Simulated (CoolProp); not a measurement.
R1123 at several states: Z from the reference equation and from simpler models built on Tc = 58.6 °C, pc = 4.549 MPa, ω = 0.243; each cubic takes its own stable root.

The numbers come from the reference Helmholtz-energy equation of state, Akasaka 2020 in CoolProp.

| T (°C) | p (MPa) | phase | reference |
|---|---|---|---|
| 95.85 | 0.241 | gas | 0.9871 |
| -11.65 | 0.71 | gas | 0.8633 |
| -31.65 | 0.929 | liquid | 0.03039 |
| 89.15 | 0.0849 | gas | 0.9952 |

How far does each simpler model (van der Waals, Soave-Redlich-Kwong, Peng-Robinson) lie from the reference over these 4 states: mean and median of the absolute difference, and the worst?


- van der Waals: mean 677.4 %, median 2.8 %, worst +2703.9 % at -31.65 °C and 0.929 MPa
- Soave-Redlich-Kwong: mean 2.9 %, median 0.7 %, worst +10.3 % at -31.65 °C and 0.929 MPa
- Peng-Robinson: mean 0.9 %, median 0.4 %, worst -2.7 % at -31.65 °C and 0.929 MPa

At some of these states van der Waals gives the other phase, because its saturation line lies elsewhere.
